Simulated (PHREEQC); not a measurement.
Acid mine or pickling water: an equilibrium model

Model water analysis in mg/kgw, 27 °C, pH 2, pe 12.5: Na 1110; K 52.2; Ca 550; Mg 41; Cl 489; S(6) as SO4 4070; N(5) as NO3 1.16; Zn 47.3; Pb 5.34; Al 8.79; Mn(2) 28.8; Cd 6.6.

Na is adjusted to close the charge balance.
Valence states are taken as typed.

The numbers come from PHREEQC with the ion-association model, phreeqc.dat.

| Item | Result |
|---|---|
| ionic strength | 0.105 mol/kgw |
| specific conductance | 10300 µS/cm |
| density | 1.002 g/cm³ |
| total alkalinity | -23.5 meq/kg |

| species | molality | activity | log γ |
|---|---|---|---|
| Na+ | 0.0377 | 0.0294 | -0.107 |
| SO4-2 | 0.0229 | 0.00834 | -0.438 |
| Cl- | 0.0138 | 0.0105 | -0.118 |
| H+ | 0.0121 | 0.0100 | -0.085 |
| HSO4- | 0.0109 | 0.00848 | -0.109 |
| Ca+2 | 0.00850 | 0.00326 | -0.416 |
| CaSO4 | 0.00479 | 0.00491 | 0.011 |
| NaSO4- | 0.00159 | 0.00125 | -0.105 |
| K+ | 0.00126 | 0.000958 | -0.119 |
| Mg+2 | 0.000935 | 0.000374 | -0.398 |
| MgSO4 | 0.000752 | 0.000770 | 0.011 |
| CaHSO4+ | 0.000427 | 0.000332 | -0.109 |
| Zn+2 | 0.000388 | 0.000143 | -0.433 |
| Mn+2 | 0.000325 | 0.000128 | -0.405 |
| ZnSO4 | 0.000278 | 0.000284 | 0.011 |
| AlSO4+ | 0.000227 | 0.000176 | -0.112 |

This is a speciation only: nothing precipitates in the calculation. Examples of supersaturated solids here: Anglesite. Others may be too. Complexes and solids missing from the database can't appear.
